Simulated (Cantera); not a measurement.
Thermodynamics of nitride etching, feed Si3N4 + H2

Charge: 1 mol Si3N4, 930 mol H2, held at 1873 K and 8.60 Pa.

Equilibrium computed with Cantera from the NASA thermochemical tables; the gas is ideal and each condensed phase is pure. Candidate condensed phases: Si, Si3N4; 18 gas species. The numbers say what is thermodynamically allowed, not how fast it happens.

- x(H2): 0.928
- x(H): 0.0670
- x(Si): 0.00307
- x(N2): 0.00207
- x(SiH): 2.56e-5
- x(SiH2): 1.36e-6
- gas amount: 967.4 mol
- log10 activity of Si(l) (absent): -1.52
